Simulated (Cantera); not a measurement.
What does this Cantera script print?

```python
import numpy as np
import cantera as ct

gas = ct.Solution("gri30.yaml")
gas.TPX = 1075, 1300, {'N2O': 1, 'H2': 0.015, 'N2': 1.1}
reactor = ct.IdealGasConstPressureReactor(gas, energy="off", clone=False)
net = ct.ReactorNet([reactor])
net.rtol, net.atol = 1e-08, 1e-18
show = ['N2O', 'H2', 'OH', 'H2O2', 'H2O']
times = np.geomspace(0.0007, 100, 9)

steps = ct.SolutionArray(gas, extra=["t"])
rows = []
print(f"{'t/s':>10s}{'T/K':>9s}{'P/Pa':>11s}" + "".join(f"{s:>11s}" for s in show))
for t in times:
    while net.time < t:
        t_next = net.step()
        steps.append(gas.state, t=t_next)
    rows.append([np.interp(t, steps.t, y) for y in (steps.T, steps.P, *steps(*show).X.T)])
    print(f"{t:10.3e}{rows[-1][0]:9.1f}{rows[-1][1]:11.4g}" + "".join(f"{x:11.3e}" for x in rows[-1][2:]))
rate = np.gradient(steps.T, steps.t)
print("integrator steps:", len(steps.t))
if steps.T.max() > steps.T[0] + 200:
    print(f"time of steepest temperature rise: {steps.t[rate.argmax()]:.4e} s")
gas.TPX = 1075, 1300, {'N2O': 1, 'H2': 0.015, 'N2': 1.1}
gas.equilibrate("TP")
print(f"equilibrium (TP): T = {gas.T:.1f} K  " + "  ".join(f"{s} {gas[s].X[0]:.3e}" for s in show))
```

Output:

```
       t/s      T/K       P/Pa        N2O         H2         OH       H2O2        H2O
 7.000e-04   1075.0       1300  4.728e-01  7.092e-03  1.079e-08  5.495e-16  4.354e-09
 3.086e-03   1075.0       1300  4.728e-01  7.092e-03  1.265e-07  1.595e-13  2.608e-07
 1.361e-02   1075.0       1300  4.728e-01  7.084e-03  7.040e-07  2.386e-11  7.773e-06
 6.000e-02   1075.0       1300  4.727e-01  6.952e-03  2.476e-06  2.033e-09  1.373e-04
 2.646e-01   1075.0       1300  4.712e-01  5.610e-03  5.259e-06  2.109e-08  1.472e-03
 1.167e+00   1075.0       1300  4.673e-01  1.981e-03  4.069e-06  2.211e-08  5.099e-03
 5.144e+00   1075.0       1300  4.641e-01  1.659e-04  1.833e-06  4.039e-09  6.915e-03
 2.268e+01   1075.0       1300  4.581e-01  2.737e-07  1.520e-06  6.360e-10  7.069e-03
 1.000e+02   1075.0       1300  4.334e-01  1.809e-09  1.874e-06  1.349e-10  6.999e-03
integrator steps: 1486
equilibrium (TP): T = 1075.0 K  N2O 5.740e-10  H2 8.189e-11  OH 3.120e-07  H2O2 1.963e-12  H2O 5.752e-03
```

Computed with Cantera and GRI-Mech 3.0 (53 species, 325 reactions). GRI-Mech 3.0 was tuned for natural gas; its chemistry of N2O as a main component is partial and can be far from experiment. Radical loss at walls, strong at low pressure, is not modelled. The mechanism lacks the step 2 NO + O2 → 2 NO2, which can matter for NO2 below about 1400 K. The temperature is held fixed by assumption; the heat of reaction is taken as removed at once.
